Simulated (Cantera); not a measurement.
An isothermal plug-flow reactor at 1075 K and 1.00 atm (inlet), inlet velocity 2.2 m/s, active area per volume 190 1/m; feed CH4 : O2 : N2 = 0.0058 : 0.069 : 0.79 (molar parts), equivalence ratio 0.17.

Cantera simulation using Deutschmann's 1995 Pt surface mechanism with GRI-Mech 3.0 gas chemistry; the numbers are that mechanism's predictions, not measurements. Catalytic surfaces can have several steady states; this one follows from the mechanism file's or the stated starting coverage. Mass transfer to the wall is taken as infinitely fast.

Problem. What does this change do: CH4 0.0058 to 0.0028 parts?

Solution. 
```tsv
quantity	before	after
x(CH4) at z = 0.025 m	0.00451	0.00220
x(O2) at z = 0.025 m	0.0754	0.0780
x(H2O) at z = 0.025 m	0.00436	0.00209
x(CO2) at z = 0.025 m	0.00217	0.00104
x(CO) at z = 0.025 m	3.50e-6	1.70e-6
θ(free Pt) at the exit	0.297	0.294
θ(O*) at the exit	0.702	0.705
```

Problem. What does this change do: temperature 1075 to 850 K?

Solution. 
| quantity | before | after |
|---|---|---|
| x(CH4) at z = 0.025 m | 0.00451 | 0.00662 |
| x(O2) at z = 0.025 m | 0.0754 | 0.0796 |
| x(H2O) at z = 0.025 m | 0.00436 | 0.000173 |
| x(CO2) at z = 0.025 m | 0.00217 | 8.52e-5 |
| x(CO) at z = 0.025 m | 3.50e-6 | 1.33e-6 |
| θ(free Pt) at the exit | 0.297 | 0.0707 |
| θ(O*) at the exit | 0.702 | 0.929 |

Problem. What does this change do: O2 0.069 to 0.19 parts?

Solution. 
```csv
quantity,before,after
x(CH4) at z = 0.025 m,0.00451,0.00458
x(O2) at z = 0.025 m,0.0754,0.190
x(H2O) at z = 0.025 m,0.00436,0.00257
x(CO2) at z = 0.025 m,0.00217,0.00128
x(CO) at z = 0.025 m,3.50e-6,3.12e-6
θ(free Pt) at the exit,0.297,0.241
θ(O*) at the exit,0.702,0.758
```
